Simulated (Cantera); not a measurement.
What does this Cantera script print?

```python
import numpy as np
import cantera as ct

gas_names = """
    AL ALCL ALCL2 ALCL3 ALH ALN AL2 AL2CL6 CL CL2 H HCL H2 N NH NH2 NH3 N2 N2H2 N2H4
""".split()
cond_names = """
    AL(cr) AL(L) ALCL3(s) ALCL3(L) ALN(s) NH4CL(a) NH4CL(b)
""".split()


# ... load() reads the species with a 1 bar reference pressure and builds the phases ...
atoms = {
    'Al': {'AL': 1},
    'HCl': {'H': 1, 'CL': 1},
    'N2': {'N': 2},
}
top_T = {'ALN(s)': 2750}  # K; cautious upper limits of use, not melting points


# ... equilibrate(T, P, feed) seeds the gas with the atoms and calls Mixture.equilibrate('TP', solver="vcs", rtol=1e-11, max_steps=5000) ...
results = []
feed = {'Al': 1, 'HCl': 2.7, 'N2': 45}  # mol
P = 470  # Pa
for T in [1250, 1300, 1350, 1400, 1450, 1500, 1550, 1600, 1650, 1700, 1750]:
    mix = equilibrate(T, P, feed)
    results.append((T, P, feed, dict(zip(mix.species_names, mix.species_moles))))

top = {s: max(r[3][s] / sum(r[3][g] for g in gas_names) for r in results) for s in gas_names}
cols = sorted((s for s in top if top[s] > 1e-05), key=lambda s: -top[s])[:7]
seen = [c for c in cond_names if any(r[3].get(c, 0) > 1e-12 for r in results)]
print("log10 of partial pressures in bar; condensed amounts in mol")
print(f"{'T/K':>10s}" + "".join(f"{s[:9]:>10s}" for s in cols + seen))
for T, P, feed, n in results:
    ng = sum(n[g] for g in gas_names)
    print(f"{T:10.4g}" + "".join(f"{np.log10(max(n[s] / ng * P / 1e5, 1e-99)):10.3f}" for s in cols)
          + "".join(f"{n.get(c, 0):10.4g}" for c in seen))
```

Result:

```
log10 of partial pressures in bar; condensed amounts in mol
       T/K        N2       HCL        H2      ALCL     ALCL3     ALCL2        CL    ALN(s)
      1250    -2.350    -4.173    -3.996    -6.613    -4.177    -6.087    -8.558    0.3206
      1300    -2.350    -4.180    -3.994    -6.057    -4.180    -5.753    -8.213    0.3094
      1350    -2.350    -4.189    -3.992    -5.545    -4.190    -5.449    -7.895    0.2859
      1400    -2.351    -4.202    -3.989    -5.076    -4.213    -5.178    -7.605    0.2323
      1450    -2.352    -4.223    -3.984    -4.650    -4.267    -4.946    -7.345    0.1125
      1500    -2.353    -4.194    -3.996    -4.405    -4.354    -4.825    -7.044         0
      1550    -2.354    -4.103    -4.030    -4.334    -4.443    -4.795    -6.687         0
      1600    -2.354    -4.029    -4.067    -4.272    -4.549    -4.780    -6.362         0
      1650    -2.355    -3.971    -4.105    -4.220    -4.673    -4.781    -6.066         0
      1700    -2.356    -3.926    -4.140    -4.176    -4.816    -4.798    -5.797         0
      1750    -2.356    -3.894    -4.172    -4.140    -4.976    -4.830    -5.554         0
```

Equilibrium computed with Cantera from the NASA thermochemical tables; the gas is ideal and each condensed phase is pure. The tables' values for AlCl2 are old estimates; treat these amounts as uncertain.
